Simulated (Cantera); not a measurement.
A Cantera script and its output.

```python
import numpy as np
import cantera as ct

gas = ct.Solution("gri30.yaml")
gas.TPX = 1225, 86000, {'C2H4': 1, 'H2': 12}
reactor = ct.IdealGasConstPressureReactor(gas, energy="off", clone=False)
net = ct.ReactorNet([reactor])
net.rtol, net.atol = 1e-08, 1e-18
show = ['C2H4', 'H2', 'C2H2', 'CH4', 'C2H', 'C2H6', 'CH2']
times = np.geomspace(0.0004, 3, 12)

steps = ct.SolutionArray(gas, extra=["t"])
rows = []
print(f"{'t/s':>10s}{'T/K':>9s}{'P/Pa':>11s}" + "".join(f"{s:>11s}" for s in show))
for t in times:
    while net.time < t:
        t_next = net.step()
        steps.append(gas.state, t=t_next)
    rows.append([np.interp(t, steps.t, y) for y in (steps.T, steps.P, *steps(*show).X.T)])
    print(f"{t:10.3e}{rows[-1][0]:9.1f}{rows[-1][1]:11.4g}" + "".join(f"{x:11.3e}" for x in rows[-1][2:]))
rate = np.gradient(steps.T, steps.t)
print("integrator steps:", len(steps.t))
if steps.T.max() > steps.T[0] + 200:
    print(f"time of steepest temperature rise: {steps.t[rate.argmax()]:.4e} s")
gas.TPX = 1225, 86000, {'C2H4': 1, 'H2': 12}
gas.equilibrate("TP")
print(f"equilibrium (TP): T = {gas.T:.1f} K  " + "  ".join(f"{s} {gas[s].X[0]:.3e}" for s in show))
```

Output:

```
       t/s      T/K       P/Pa       C2H4         H2       C2H2        CH4        C2H       C2H6        CH2
 4.000e-04   1225.0    8.6e+04  7.692e-02  9.231e-01  9.491e-07  2.558e-11  3.664e-19  4.025e-08  4.734e-16
 9.002e-04   1225.0    8.6e+04  7.692e-02  9.231e-01  2.157e-06  2.984e-10  1.921e-18  2.066e-07  1.096e-15
 2.026e-03   1225.0    8.6e+04  7.692e-02  9.231e-01  4.971e-06  3.577e-09  1.125e-17  1.113e-06  2.792e-15
 4.559e-03   1225.0    8.6e+04  7.690e-02  9.231e-01  1.211e-05  5.194e-08  1.059e-16  7.620e-06  1.080e-14
 1.026e-02   1225.0    8.6e+04  7.674e-02  9.231e-01  4.877e-05  2.655e-06  5.728e-15  1.345e-04  1.462e-13
 2.309e-02   1225.0    8.6e+04  7.289e-02  9.225e-01  8.109e-04  7.242e-04  8.865e-13  3.050e-03  2.560e-12
 5.197e-02   1225.0    8.6e+04  6.500e-02  9.191e-01  3.433e-03  7.122e-03  4.685e-12  5.338e-03  6.343e-12
 1.170e-01   1225.0    8.6e+04  5.624e-02  9.122e-01  6.411e-03  2.050e-02  8.004e-12  4.669e-03  8.804e-12
 2.632e-01   1225.0    8.6e+04  4.650e-02  9.015e-01  7.543e-03  4.065e-02  8.053e-12  3.816e-03  1.040e-11
 5.923e-01   1225.0    8.6e+04  3.645e-02  8.874e-01  6.420e-03  6.677e-02  5.513e-12  2.957e-03  1.013e-11
 1.333e+00   1225.0    8.6e+04  2.598e-02  8.718e-01  4.588e-03  9.550e-02  2.991e-12  2.080e-03  8.027e-12
 3.000e+00   1225.0    8.6e+04  1.627e-02  8.574e-01  2.876e-03  1.221e-01  1.350e-12  1.283e-03  5.226e-12
integrator steps: 868
equilibrium (TP): T = 1225.0 K  C2H4 3.635e-04  H2 8.339e-01  C2H2 6.181e-05  CH4 1.657e-01  C2H 5.288e-15  C2H6 2.951e-05  CH2 2.315e-13
```

Detailed kinetics in Cantera: GRI-Mech 3.0 (53 species, 325 reactions). GRI-Mech 3.0 was tuned for natural gas; its chemistry of ethylene as a main component is partial and can be far from experiment. GRI-Mech 3.0 stops at C3 and has no aromatics, soot or wall deposition, so with more carbon than oxygen in the feed, carbon stays in small species such as C2H2 where larger ones or solid carbon would form.
